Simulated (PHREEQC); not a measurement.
A made-up water analysis in mmol/kgw, 44 °C, pH 8.35, pe 11.3: Na 87.4; K 4.06; Ca 0.897; Mg 2.8; Cl 75.1; S(6) 11.9; Alkalinity (meq/kgw) 0.0351; O(0) (counted as O atoms) 0.147; N(5) 0.243.

Cl is adjusted to close the charge balance.
Valence states are taken as typed.

Computed with PHREEQC (ion-association model, wateq4f.dat).

**Question.** The ionic strength comes out as 0.107 mol/kgw. What activity coefficients do Mg+2, KSO4-, NO3-, Ca+2, OH- get?

**Answer.** Mg+2 0.39, KSO4- 0.78, NO3- 0.74, Ca+2 0.37, OH- 0.75.

No solid was allowed to form. Constants without temperature data keep their 25 °C values here.
